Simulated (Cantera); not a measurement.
A closed system holds: 1 mol Si, 0.81 mol Br2, a varied amount of N2, at 0.000140 bar.

These are equilibrium values from Cantera (NASA tables, ideal gas, pure condensed phases), not measurements of a reactor. Candidate condensed phases: Br2, Si, Si3N4; 13 gas species. N2 is the only nitrogen source here; it is nearly inert below about 1500 K, so the nitride shown seldom forms there in practice. Mutual solubility and eutectic melting of coexisting phases are not modelled. The tables' values for SiBr3 are old estimates. Kinetics and transport are ignored.

Stable condensed phases, one row left out:

```
T in K \ n(N2) in mol
         0.21 0.33 0.53 0.84  1.3  2.1  3.4  5.5  8.7   14
   1625     A    A    A    A    A    A    A    A    A    A
   1575     A    A    A    A    A    A    A    A    A    A
   1475     A    B    C    C    C    C    C    C    C    C
   1425     C    C    C    C    C    C    C    C    C    C
   1375     C    C    C    C    C    C    C    C    C    C
   1325     C    C    C    C    C    C    C    C    C    C
   1275     C    C    C    C    C    C    C    C    C    C
   1225     C    C    C    C    C    C    C    C    C    C
```

A: Si; B: Si + Si3N4; C: Si3N4.

Question: Give the row for 1525 K.

Answer: 0.21: Si; 0.33: Si; 0.53: Si; 0.84: Si; 1.3: Si3N4; 2.1: Si3N4; 3.4: Si3N4; 5.5: Si3N4; 8.7: Si3N4; 14: Si3N4.
